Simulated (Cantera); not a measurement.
Ignition delay

Mixture: CO : H2 : O2 : N2 = 1 : 0.73 : 0.786 : 2.96 (molar parts), equivalence ratio 1.1, at 5700 Torr, adiabatic and at constant pressure. Ignition delay is the time to a rise of 400 K.

Model: GRI-Mech 3.0 (53 species, 325 reactions), integrated in Cantera. The hydrogen kinetics of GRI-Mech 3.0 are dated; newer H2 mechanisms differ, most at raised pressure.

| T0 (K) | delay (ms) |
|---|---|
| 1150 | 0.0646 |
| 1200 | 0.0206 |
| 1250 | 0.0103 |
| 1300 | 0.00662 |
| 1350 | 0.00481 |
| 1400 | 0.00375 |

| Item | Value |
|---|---|
| apparent activation energy between 1300 and 1400 K | 86 kJ/mol |
